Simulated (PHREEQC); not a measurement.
0.27 g of hydrous ferric oxide (600 m²/g; 0.2 weak and 0.005 strong sites per Fe, Dzombak-Morel constants, diffuse double layer) in 1 kg of water with 0.001 mol/kgw of an inert sodium salt and 0.00059 mol/kgw NaH2PO4, at 25 °C; the pH is set by adding NaOH or the inert anion's acid. Oxygen is held at 0.21 atm. CO2 from the air is kept out. No solid was allowed to form.

Computed with PHREEQC (ion-association model, wateq4f.dat).

### Question
Predict P sorbed (%), surface charge σ (C/m²) at pH = 6.33, 10.33.

### Answer
```
pH     P sorbed (%)  surface charge σ (C/m²)
-----  ------------  -----------------------
6.33           71.4                   -0.003
10.33           0.8                   -0.035
```

Species that the database lacks are ignored. H3PO4, which wateq4f.dat lacks, is added to it with the constant of phreeqc.dat. The oxide is taken as insoluble; below pH 4 it would dissolve.
